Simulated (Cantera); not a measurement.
Input: 1 mol Si3N4, 1.1 mol N2O, 940 mol H2, 1.4 mol CO2, equilibrated at 520000 Pa.

Method: chemical equilibrium by Gibbs-energy minimisation in Cantera with the NASA 1993 tables (ideal gas, pure condensed phases). Candidate condensed phases: C, C6H6, C7H8, C8H18, H2O, Si, SiC, SiO2, Si2N2O, Si3N4; 151 gas species. Mutual solubility and eutectic melting of coexisting phases are not modelled. The tables hold silica as quartz up to 1696 K and as liquid above; real silica turns to tridymite and cristobalite and melts near 1996 K. Rates play no part.

At 1748 K, list the 7 most abundant gas species with their mole fractions, and the condensed phases.

H2 0.995, N2 0.00216, CO 0.00143, SiO 0.000556, H2O 0.000265, H 1.00e-4, CH4 4.92e-5. Condensed: SiO2(condensed) + Si2N2O(s).
